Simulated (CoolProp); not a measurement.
Vapour-liquid equilibrium of ethylene (1) + n-butane (2) at 2.1 bar; x and y are mole fractions of (1).

Values from CoolProp's multi-fluid Helmholtz-energy mixture model, Smukala 2000 and Bücker 2006; pair parameters Bell 2016.

```csv
x,"bubble temperature, mixture model (°C)","bubble temperature, Raoult's law (°C)","y, mixture model","y, Raoult's law"
0.05,-13.9,-12.8,0.718,0.721
0.15,-44.4,-43.1,0.940,0.943
0.25,-56.7,-57.6,0.974,0.979
0.35,-64.3,-66.4,0.986,0.990
0.45,-70.1,-72.7,0.992,0.995
0.55,-75.1,-77.4,0.995,0.997
0.65,-79.4,-81.2,0.997,0.998
0.75,-83.2,-84.3,0.999,0.999
0.85,-86.5,-87.0,0.999,1.000
0.95,-89.2,-89.3,1.000,1.000
```

The largest gap from Raoult's law is +2.6 K in bubble temperature, at x = 0.45. No azeotrope shows between x = 0.05 and 0.95.

The pair parameters rest on a limited set of measurements; away from them the model extrapolates. The gap from Raoult's law changes sign with composition, which may be real or a fault of the pair parameters; it wasn't checked against measurements.
